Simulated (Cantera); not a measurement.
Cantera with NASA thermochemical tables; ideal gases at 1 bar, condensed phases pure. Values are per mole of reaction as written; species without (g) are pure solids or liquids, kept so even where they would boil at 1 bar. ZrN: taken at fixed stoichiometry.

Q: Between 300 and 2900 K, where is each reaction favourable under standard conditions?
- 3 H₂O₂(g) + 2 ZrN = 2 O(g) + 2 NH₃(g) + 2 ZrO₂(g)

A: 
- 3 H₂O₂(g) + 2 ZrN = 2 O(g) + 2 NH₃(g) + 2 ZrO₂(g): ΔG° is 831 kJ at 300 K and -319 kJ at 2900 K; it changes sign between 300 and 2600 K. ΔH° is 885 kJ and ΔS° 415 J/K at 2900 K.
